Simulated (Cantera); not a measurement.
Cantera run, input and output.

```python
import numpy as np
import cantera as ct

gas = ct.Solution("h2o2.yaml")
gas.TPX = 1350, 13332, {'H2': 1.3, 'O2': 1, 'N2': 9.6}
reactor = ct.IdealGasConstPressureReactor(gas, energy="off", clone=False)
net = ct.ReactorNet([reactor])
net.rtol, net.atol = 1e-08, 1e-18
show = ['H2', 'O2', 'O', 'HO2', 'H2O', 'H2O2', 'OH']
times = np.geomspace(0.0009, 10, 9)

steps = ct.SolutionArray(gas, extra=["t"])
rows = []
print(f"{'t/s':>10s}{'T/K':>9s}{'P/Pa':>11s}" + "".join(f"{s:>11s}" for s in show))
for t in times:
    while net.time < t:
        t_next = net.step()
        steps.append(gas.state, t=t_next)
    rows.append([np.interp(t, steps.t, y) for y in (steps.T, steps.P, *steps(*show).X.T)])
    print(f"{t:10.3e}{rows[-1][0]:9.1f}{rows[-1][1]:11.4g}" + "".join(f"{x:11.3e}" for x in rows[-1][2:]))
rate = np.gradient(steps.T, steps.t)
print("integrator steps:", len(steps.t))
if steps.T.max() > steps.T[0] + 200:
    print(f"time of steepest temperature rise: {steps.t[rate.argmax()]:.4e} s")
gas.TPX = 1350, 13332, {'H2': 1.3, 'O2': 1, 'N2': 9.6}
gas.equilibrate("TP")
print(f"equilibrium (TP): T = {gas.T:.1f} K  " + "  ".join(f"{s} {gas[s].X[0]:.3e}" for s in show))
```

It prints:

```
       t/s      T/K       P/Pa         H2         O2          O        HO2        H2O       H2O2         OH
 9.000e-04   1350.0  1.333e+04  1.211e-02  3.829e-02  1.189e-02  2.931e-06  7.791e-02  3.498e-07  4.084e-03
 2.884e-03   1350.0  1.333e+04  7.592e-03  3.443e-02  5.398e-03  2.840e-06  9.727e-02  4.046e-07  3.061e-03
 9.240e-03   1350.0  1.333e+04  1.961e-03  3.146e-02  1.106e-03  2.317e-06  1.117e-01  3.064e-07  1.471e-03
 2.961e-02   1350.0  1.333e+04  1.920e-04  3.104e-02  1.027e-04  8.390e-07  1.151e-01  9.140e-08  4.523e-04
 9.487e-02   1350.0  1.333e+04  1.978e-05  3.108e-02  1.073e-05  1.314e-07  1.155e-01  1.853e-08  1.468e-04
 3.040e-01   1350.0  1.333e+04  3.417e-06  3.110e-02  1.893e-06  2.670e-08  1.155e-01  4.333e-09  6.170e-05
 9.740e-01   1350.0  1.333e+04  8.796e-07  3.110e-02  4.921e-07  1.078e-08  1.155e-01  1.290e-09  3.145e-05
 3.121e+00   1350.0  1.333e+04  4.049e-07  3.111e-02  2.257e-07  9.180e-09  1.155e-01  6.415e-10  2.130e-05
 1.000e+01   1350.0  1.333e+04  3.687e-07  3.111e-02  2.052e-07  9.170e-09  1.155e-01  5.903e-10  2.030e-05
integrator steps: 2031
equilibrium (TP): T = 1350.0 K  H2 3.686e-07  O2 3.111e-02  O 2.051e-07  HO2 9.170e-09  H2O 1.155e-01  H2O2 5.902e-10  OH 2.030e-05
```

Detailed kinetics in Cantera: the H2/O2 subset of GRI-Mech 3.0, which has no nitrogen chemistry. The temperature is held fixed by assumption; the heat of reaction is taken as removed at once.
